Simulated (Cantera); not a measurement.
What does this Cantera script print?

```python
import numpy as np
import cantera as ct

gas = ct.Solution("gri30.yaml")
gas.TPX = 1475, 6400, {'C2H6': 1, 'H2': 2.1}
reactor = ct.IdealGasConstPressureReactor(gas, energy="off", clone=False)
net = ct.ReactorNet([reactor])
net.rtol, net.atol = 1e-08, 1e-18
show = ['C2H6', 'H2', 'CH4', 'CH3', 'C2H2', 'CH2', 'C2H']
times = np.geomspace(3e-06, 50, 9)

steps = ct.SolutionArray(gas, extra=["t"])
rows = []
print(f"{'t/s':>10s}{'T/K':>9s}{'P/Pa':>11s}" + "".join(f"{s:>11s}" for s in show))
for t in times:
    while net.time < t:
        t_next = net.step()
        steps.append(gas.state, t=t_next)
    rows.append([np.interp(t, steps.t, y) for y in (steps.T, steps.P, *steps(*show).X.T)])
    print(f"{t:10.3e}{rows[-1][0]:9.1f}{rows[-1][1]:11.4g}" + "".join(f"{x:11.3e}" for x in rows[-1][2:]))
rate = np.gradient(steps.T, steps.t)
print("integrator steps:", len(steps.t))
if steps.T.max() > steps.T[0] + 200:
    print(f"time of steepest temperature rise: {steps.t[rate.argmax()]:.4e} s")
gas.TPX = 1475, 6400, {'C2H6': 1, 'H2': 2.1}
gas.equilibrate("TP")
print(f"equilibrium (TP): T = {gas.T:.1f} K  " + "  ".join(f"{s} {gas[s].X[0]:.3e}" for s in show))
```

Result:

```
       t/s      T/K       P/Pa       C2H6         H2        CH4        CH3       C2H2        CH2        C2H
 3.000e-06   1475.0       6400  3.224e-01  6.773e-01  2.018e-05  2.708e-04  2.553e-12  5.453e-10  2.904e-20
 2.398e-05   1475.0       6400  3.193e-01  6.767e-01  9.580e-04  1.425e-03  8.772e-08  1.211e-07  1.711e-14
 1.917e-04   1475.0       6400  2.381e-01  6.722e-01  3.540e-02  6.598e-03  5.146e-04  2.133e-06  4.740e-10
 1.532e-03   1475.0       6400  1.539e-02  6.524e-01  1.692e-01  2.093e-03  2.731e-02  5.011e-07  2.216e-08
 1.225e-02   1475.0       6400  1.572e-04  6.692e-01  1.683e-01  2.210e-04  7.357e-02  1.088e-08  7.754e-09
 9.790e-02   1475.0       6400  3.010e-05  6.872e-01  1.589e-01  1.186e-04  1.230e-01  3.411e-09  7.338e-09
 7.825e-01   1475.0       6400  2.346e-05  7.008e-01  1.471e-01  1.187e-04  1.490e-01  3.623e-09  9.597e-09
 6.255e+00   1475.0       6400  1.322e-05  7.319e-01  1.025e-01  9.036e-05  1.625e-01  3.039e-09  1.143e-08
 5.000e+01   1475.0       6400  2.298e-06  7.836e-01  2.815e-02  3.202e-05  1.848e-01  1.436e-09  1.675e-08
integrator steps: 1372
equilibrium (TP): T = 1475.0 K  C2H6 1.810e-06  H2 7.882e-01  CH4 2.156e-02  CH3 2.529e-05  C2H2 1.868e-01  CH2 1.180e-09  C2H 1.746e-08
```

Cantera simulation using GRI-Mech 3.0 (53 species, 325 reactions); the numbers are that mechanism's predictions, not measurements. GRI-Mech 3.0 stops at C3 and has no aromatics, soot or wall deposition, so with more carbon than oxygen in the feed, carbon stays in small species such as C2H2 where larger ones or solid carbon would form.
